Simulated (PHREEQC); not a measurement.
Polishing slurry liquid: an equilibrium model

Solution (25 °C): 0.056 mol/kgw H2SO4, 1.14e-06 mol/kgw H4SiO4 and 0.25 mol/kgw CuSO4. Closed to the air; pH follows from the charge balance.

All values are PHREEQC results (ion-association model, wateq4f.dat), not measurements.

Precipitation was switched off in this run.

Question: What pH, activity of water, ionic strength does the model give?

Answer: pH 1.60; activity of water 0.992; ionic strength 0.524 mol/kgw.

Question: In which forms is Cu present?

Answer: Cu+2 51 %, CuSO4 49 % of the Cu.
